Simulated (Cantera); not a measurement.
# Thermodynamics of metals in furnace atmospheres, feed Al + NH₃ + H₂

Charge: 1 mol Al, 16 mol NH₃, 43 mol H₂, equilibrated at 27.0 Pa.

Cantera equilibrium calculation (NASA polynomials, part measured and part estimated; ideal gas, pure solids and liquids). Candidate condensed phases: Al, AlN; 13 gas species. The numbers say what is thermodynamically allowed, not how fast it happens.

| T (°C) | log p H₂ | log p N₂ | log p Al | log p H | log p AlH | n AlN(s) |
|---|---|---|---|---|---|---|
| 702 | -3.61 | -4.57 | <-15 | -10.75 | <-15 | 1.00 |
| 802 | -3.61 | -4.57 | <-15 | -9.64 | <-15 | 1.00 |
| 902 | -3.61 | -4.57 | -14.08 | -8.72 | -15.11 | 1.00 |
| 1002 | -3.61 | -4.57 | -11.85 | -7.94 | -13.13 | 1.00 |
| 1102 | -3.61 | -4.57 | -9.94 | -7.27 | -11.44 | 1.000 |
| 1202 | -3.62 | -4.57 | -8.30 | -6.69 | -9.98 | 0.999 |
| 1302 | -3.62 | -4.57 | -6.87 | -6.19 | -8.72 | 0.962 |
| 1402 | -3.62 | -4.55 | -5.62 | -5.75 | -7.61 | 0.317 |
log p: log10 of the partial pressure in bar; n: condensed amount in mol.

From 702 °C to 1402 °C the condensed part is AlN(s).
